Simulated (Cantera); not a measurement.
Abatement and gas-phase synthesis: SO2 + H2

A closed system holds: 1 mol SO2, 3.3 mol H2, held at 6.30 bar.

Equilibrium computed with Cantera from the NASA thermochemical tables; the gas is ideal and each condensed phase is pure. Candidate condensed phases: H2O, H2SO4, S; 19 gas species. Kinetics and transport are ignored.

From 1898 K to 2448 K nothing is condensed.

```csv
T (K),log p H2O,log p H2,log p H2S,log p S2,log p SO2,log p SH,log p SO
1898,0.53,0.20,-0.09,-0.39,-1.19,-1.34,-1.88
1948,0.52,0.22,-0.13,-0.37,-1.14,-1.27,-1.76
1998,0.51,0.24,-0.17,-0.36,-1.08,-1.21,-1.65
2048,0.51,0.26,-0.20,-0.35,-1.03,-1.15,-1.54
2098,0.50,0.27,-0.24,-0.35,-0.98,-1.09,-1.44
2148,0.49,0.28,-0.28,-0.34,-0.94,-1.04,-1.35
2198,0.49,0.30,-0.32,-0.34,-0.90,-1.00,-1.26
2248,0.48,0.31,-0.35,-0.35,-0.87,-0.95,-1.18
2298,0.47,0.32,-0.39,-0.35,-0.83,-0.91,-1.11
2348,0.47,0.33,-0.43,-0.36,-0.80,-0.87,-1.03
2398,0.46,0.34,-0.46,-0.37,-0.78,-0.84,-0.97
2448,0.45,0.35,-0.50,-0.38,-0.75,-0.81,-0.90
```
log p: log10 of the partial pressure in bar; nothing condenses.
